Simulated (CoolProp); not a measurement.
Isohexane along the isobar 44.3 bar: fugacity coefficient from the reference equation and from simpler models built on Tc = 497.7 K, pc = 30.43 bar, ω = 0.280; each cubic takes its own stable root.

Model: reference Helmholtz-energy equation of state, Lemmon 2006, in CoolProp. It is a short technical equation, of lower accuracy than the large ones.

```tsv
T (K)	phase	reference	van der Waals	Soave-Redlich-Kwong	Peng-Robinson
317.8	liquid	0.01641	0.1068	0.01671	(withheld)
335	liquid	0.02849	0.1361	0.02917	0.02840
352.2	liquid	0.04617	0.1690	0.04755	(withheld)
369.4	liquid	0.07057	(withheld)	0.07304	(withheld)
386.5	liquid	0.1024	0.2443	0.1064	0.1021
403.7	liquid	(withheld)	0.2861	0.1486	0.1423
420.9	liquid	0.1908	0.3301	0.1995	0.1908
438.1	liquid	0.2470	0.3756	(withheld)	(withheld)
455.2	liquid	0.3100	0.4219	0.3246	0.3102
```

Complete the blanks.


- 317.8, Peng-Robinson: 0.01640
- 352.2, Peng-Robinson: 0.04599
- 369.4, van der Waals: 0.2053
- 369.4, Peng-Robinson: 0.07033
- 403.7, reference: 0.1424
- 438.1, Soave-Redlich-Kwong: 0.2587
- 438.1, Peng-Robinson: 0.2472
